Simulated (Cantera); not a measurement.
An isothermal, constant-pressure homogeneous reactor starts with 4.76 % C₂H₆, 95.2 % N₂, at 1598 K and 0.133 bar.

Cantera simulation using GRI-Mech 3.0 (53 species, 325 reactions); the numbers are that mechanism's predictions, not measurements. GRI-Mech 3.0 stops at C3 and has no aromatics, soot or wall deposition, so with more carbon than oxygen in the feed, carbon stays in small species such as C2H2 where larger ones or solid carbon would form.

x: mole fraction; the columns are a selection and need not sum to one.

```csv
t (s),x C₂H₆,x CH₄,x C₂H₄,x CH₂,x C₂H₂
0.000300,0.0167,0.00701,0.0197,[?],0.00284
0.000895,0.00143,0.0135,0.0197,[?],0.0162
0.00267,6.98e-5,0.0137,0.00934,[?],0.0280
0.00797,1.15e-5,0.0135,0.00365,[?],0.0337
0.0238,4.95e-6,0.0132,0.000760,4.08e-8,0.0367
0.0709,4.29e-6,0.0125,0.000116,3.78e-8,0.0376
0.212,3.28e-6,0.0108,9.43e-5,[?],0.0384
0.631,1.69e-6,0.00751,7.20e-5,[?],0.0399
1.88,4.52e-7,0.00371,5.78e-5,[?],0.0417
5.62,6.73e-8,0.00137,5.54e-5,[?],0.0428
16.8,9.48e-9,0.000484,5.59e-5,[?],0.0432
50.0,3.16e-9,0.000245,5.61e-5,[?],0.0433
```

What belongs in the gaps?


- 0.000300, x CH₂: 1.23e-5
- 0.000895, x CH₂: 4.61e-6
- 0.00267, x CH₂: 5.23e-7
- 0.00797, x CH₂: 9.27e-8
- 0.212, x CH₂: 3.40e-8
- 0.631, x CH₂: 2.59e-8
- 1.88, x CH₂: 1.48e-8
- 5.62, x CH₂: 6.12e-9
- 16.8, x CH₂: 2.26e-9
- 50.0, x CH₂: 1.15e-9
